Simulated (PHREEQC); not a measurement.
Copper plating or etch bath (model solution)

Consider water at 51 °C with 4.3 mmol/kgw CuSO4 and 26 mmol/kgw FeCl3. Closed to the air; pH follows from the charge balance.

Computed with PHREEQC (ion-association model, wateq4f.dat).

Each row changes one thing in this solution. Precipitation was switched off in this run.

```csv
case,pH,ionic strength (mol/kgw),Cu+2 (mol/kgw),SO4-2 (mol/kgw),HSO4- (mol/kgw),CuSO4 (mol/kgw),SI of Chalcanthite (CuSO4:5H2O),SI of Tenorite (CuO)
as made,2.04,0.119,0.00346,0.000565,0.000419,5.62e-5,-4.07,-5.55
diluted 10-fold with water,2.65,0.0114,0.000405,0.000172,5.02e-5,6.94e-6,-4.98,-5.01
FeCl3 replaced by Fe(NO3)3 at the same molality,1.91,0.138,0.00426,0.000409,0.000388,4.50e-5,-4.16,-5.73
0.0094 mol/kgw Ca(OH)2 added,2.62,0.143,0.00340,0.00138,0.000254,0.000119,-3.74,-4.42
0.02 mol/kgw Ca(OH)2 added,3.99,0.147,0.00331,0.00270,2.09e-5,0.000221,-3.47,-1.69
FeCl3 left out,4.78,0.0131,0.00327,0.00328,6.91e-6,0.00101,-2.82,+0.15
FeCl3 from 0.026 to 0.0286 mol/kgw,2.01,0.130,0.00343,0.000545,0.000420,5.05e-5,-4.11,-5.62
0.0021 mol/kgw Na2CO3 added,2.14,0.121,0.00345,0.000661,0.000387,6.47e-5,-4.01,-5.35
FeCl3 replaced by AlCl3 at the same molality,3.21,0.148,0.00344,0.000653,3.03e-5,5.53e-5,-4.07,-3.23
```

Some of these states are supersaturated (in Hematite (slow to form), Goethite (slow to form), Tenorite (slow to form), for instance). Away from 25 °C the constants follow the database's enthalpies or fits; those with neither stay at their 25 °C values.
